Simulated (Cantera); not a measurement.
A perfectly stirred reactor is fed with H₂ : O₂ = 0.026 : 1 (molar parts), equivalence ratio 0.013, at 1330 Pa; it is held at 1423 K, and followed from long to short residence time.

Computed with Cantera and the H2/O2 subset of GRI-Mech 3.0, which has no nitrogen chemistry. Radical loss at walls, strong at low pressure, is not modelled.

One state of this run: x H₂ = 0.0112; x O₂ = 0.962; x O = 0.00927; x HO₂ = 1.11e-6; x H = 0.00163; x H₂O = 0.0109. x: mole fraction; the columns are a selection and need not sum to one.

Which value of τ (s) does it belong to?
A. 0.075
B. 0.28
C. 1.0
D. 0.00038

D, 0.00038
